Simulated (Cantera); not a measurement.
An isothermal, constant-pressure homogeneous reactor starts with NO : N2 = 1 : 5.3 (molar parts), at 2175 K and 13300 Pa. Integrator tolerance rtol = 1e-08.

Computed with Cantera and GRI-Mech 3.0 (53 species, 325 reactions).

Task: What does this change do: pressure from 13300 Pa to 170000 Pa?

Result: 
```csv
quantity,before,after
x(NO) at 5.00 s,0.00806 (gas-phase equilibrium 0.00769),0.00772 (gas-phase equilibrium 0.00772)
x(O2) at 5.00 s,0.0744 (gas-phase equilibrium 0.0746),0.0752 (gas-phase equilibrium 0.0752)
x(N2O) at 5.00 s,1.71e-7 (gas-phase equilibrium 1.69e-7),6.05e-7 (gas-phase equilibrium 6.05e-7)
x(N2) at 5.00 s,0.916 (gas-phase equilibrium 0.916),0.917 (gas-phase equilibrium 0.917)
x(O) at 5.00 s,0.00173 (gas-phase equilibrium 0.00173),0.000487 (gas-phase equilibrium 0.000487)
x(NO2) at 5.00 s,2.31e-6 (gas-phase equilibrium 2.20e-6),7.93e-6 (gas-phase equilibrium 7.93e-6)
```
